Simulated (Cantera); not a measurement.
A perfectly stirred reactor is fed with 6.23 % CH4, 3.93 % H2, 17.8 % O2, 66.7 % N2, 5.30 % H2O, at 12000 Torr; it is adiabatic with a 750 K inlet, and is followed from long to short residence time, starting on the burning branch (τ in s: 0.1, 0.042, 0.017, 0.007, 0.0029, 0.0012, 0.00048, 0.0002, 8.1e-05, 3.3e-05, 1.3e-05).

Model: GRI-Mech 3.0 (53 species, 325 reactions), integrated in Cantera. The pressure lies above the range GRI-Mech 3.0 was tuned for (to about 10 atm).

One state of this run: T (K) = 2273; x CH4 = 3.72e-5; x H2 = 0.00109; x O2 = 0.0352; x NO = 0.000181; x C2H6 = 1.51e-9; x C2H2 = 4.01e-8. x: mole fraction; the columns are a selection and need not sum to one.

### Question
Which value of τ (s) does it belong to?
A. 0.0012
B. 3.3e-5
C. 8.1e-5
D. 0.00048

### Answer
D, 0.00048
